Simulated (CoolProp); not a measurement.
Vapour-liquid equilibrium of carbon dioxide (1) + sulfur dioxide (2) at 247 K; x and y are mole fractions of (1).

Values from CoolProp's multi-fluid Helmholtz-energy mixture model, Span 1996 and Gao 2016; pair parameters Bell 2016.

Give the bubble pressure and the first vapour's composition at x = 0.275, 0.35, 0.65. Is there an azeotrope?

x = 0.275: 5.681 bar, y = 0.931; x = 0.35: 6.922 bar, y = 0.947; x = 0.65: 11.12 bar, y = 0.976. No azeotrope shows between x = 0.05 and 0.95.

Pair parameters are fitted to limited data, so mixtures are less certain than the pure fluids. The gap from Raoult's law changes sign with composition, which may be real or a fault of the pair parameters; it wasn't checked against measurements.
